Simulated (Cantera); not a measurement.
A Cantera script and its output.

```python
import numpy as np
import cantera as ct

gas = ct.Solution("h2o2.yaml")
gas.TPX = 625, 43000, {'H2': 1, 'O2': 0.505, 'N2': 2.12}
flame = ct.FreeFlame(gas, width=0.072)
flame.set_refine_criteria(ratio=3, slope=0.08, curve=0.16)
flame.transport_model = "mixture-averaged"
flame.solve(loglevel=0, auto=True)
z, T = flame.grid, flame.T
thick = (T[-1] - T[0]) / np.gradient(T, z).max()
show = ['H2', 'O2', 'H2O', 'H', 'H2O2', 'OH']
print(f"laminar burning velocity  {flame.velocity[0] * 100:.3f} cm/s")
print(f"burnt temperature         {T[-1]:.1f} K")
print(f"thermal thickness         {thick * 1e3:.4f} mm")
print(f"grid points               {len(z)}")
z0 = z[flame.heat_release_rate.argmax()]
print(f"{'z/mm':>9s}{'T/K':>9s}{'u/(m/s)':>9s}" + "".join(f"{s:>11s}" for s in show))
rows = []
for k in (-3, -2, -1.5, -1, -0.5, -0.25, 0, 0.25, 0.5, 1, 2, 4, 8):
    zz = z0 + k * thick
    rows.append([k * thick, np.interp(zz, z, T), np.interp(zz, z, flame.velocity),
                 *(np.interp(zz, z, flame.X[gas.species_index(s)]) for s in show)])
    print(f"{rows[-1][0] * 1e3:9.3f}{rows[-1][1]:9.1f}{rows[-1][2]:9.3f}" + "".join(f"{x:11.3e}" for x in rows[-1][3:]))
```

Result:

```
laminar burning velocity  685.748 cm/s
burnt temperature         2435.2 K
thermal thickness         1.5141 mm
grid points               133
     z/mm      T/K  u/(m/s)         H2         O2        H2O          H       H2O2         OH
   -4.542    625.0    6.857  2.759e-01  1.393e-01  2.210e-15  1.940e-16  1.012e-15  6.314e-19
   -3.028    625.0    6.857  2.759e-01  1.393e-01  7.827e-13  7.204e-13  2.002e-15  1.781e-15
   -2.271    625.0    6.857  2.759e-01  1.393e-01  3.750e-11  8.479e-11  6.552e-14  1.670e-13
   -1.514    625.0    6.857  2.759e-01  1.393e-01  1.623e-08  5.417e-08  6.139e-11  1.183e-10
   -0.757    631.2    6.915  2.743e-01  1.393e-01  3.286e-04  1.536e-04  9.224e-07  2.297e-05
   -0.379    760.5    8.218  2.522e-01  1.359e-01  1.164e-02  5.612e-03  3.624e-06  4.520e-04
    0.000   1163.1   12.169  1.412e-01  9.630e-02  9.654e-02  4.488e-02  2.153e-06  3.260e-03
    0.379   1465.5   15.117  5.371e-02  4.120e-02  1.934e-01  6.774e-02  1.872e-06  9.022e-03
    0.757   1600.7   16.384  4.433e-02  3.154e-02  2.108e-01  6.105e-02  1.201e-06  1.174e-02
    1.514   1749.1   17.724  4.400e-02  2.774e-02  2.202e-01  4.838e-02  6.468e-07  1.420e-02
    3.028   1905.5   19.090  4.253e-02  2.414e-02  2.312e-01  3.556e-02  3.406e-07  1.607e-02
    6.056   2059.3   20.388  3.895e-02  2.041e-02  2.440e-01  2.422e-02  1.965e-07  1.684e-02
   12.113   2200.1   21.541  3.359e-02  1.674e-02  2.578e-01  1.520e-02  1.319e-07  1.625e-02
```

Detailed kinetics in Cantera: the H2/O2 subset of GRI-Mech 3.0, which has no nitrogen chemistry. Burning velocities carry a grid error of a few per cent, more on coarse grids.
